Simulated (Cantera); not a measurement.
A freely propagating, adiabatic, planar premixed flame of 29.6 % H2, 13.5 % O2, 50.7 % N2, 6.22 % H2O, equivalence ratio 1.1, unburnt at 650 K and 0.660 bar; mixture-averaged transport, grid criteria slope 0.08 and curve 0.16, no radiation.

Model: the H2/O2 subset of GRI-Mech 3.0, which has no nitrogen chemistry, integrated in Cantera. Burning velocities carry a grid error of a few per cent, more on coarse grids.

Question: Predict: laminar burning velocity; thermal thickness; peak x(O); peak x(HO2); peak x(OH).

Answer: 
| Quantity | Value |
|---|---|
| laminar burning velocity | 820 cm/s |
| thermal thickness | 0.809 mm |
| peak x(O) | 0.0112 |
| peak x(HO2) | 0.000240 |
| peak x(OH) | 0.0172 |
